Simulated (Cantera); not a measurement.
A closed system holds: 1 mol Si2Cl6, 1.5 mol NH3, 2.9 mol N2, at 1673.15 K and 1330 Pa.

Cantera equilibrium calculation (NASA polynomials, part measured and part estimated; ideal gas, pure solids and liquids). Candidate condensed phases: NH4Cl, Si, Si3N4; 28 gas species. The feed counts by its element totals alone. The tables' values for SiCl3, SiCl are old estimates; treat these amounts as uncertain. Equilibrium is a limit: real reactors are often held back by kinetics, nucleation or transport.

Base state: N2 0.413, SiCl2 0.212, HCl 0.211, H2 0.149, SiCl3 0.0123, SiCl4 0.00149, Cl 0.000421, H 0.000381 (mole fractions); condensed: gas only.

What changes in the equilibrium state with this change: 1.7 mol HF added?


```tsv
species	before	after
N2	0.413	0.357
HCl	0.211	0.279
H2	0.149	0.159
SiCl2	0.212	0.135
SiF4	0	0.0200
SiF3	0	0.0197
SiCl3	0.0123	0.0101
HF	0	0.00893
SiF2	0	0.00837
SiHF3	0	0.000530
SiF	0	1.86e-5
```
The tables' values for SiF3, SiCl3, SiF2, SiCl, SiF are old estimates; treat these amounts as uncertain.
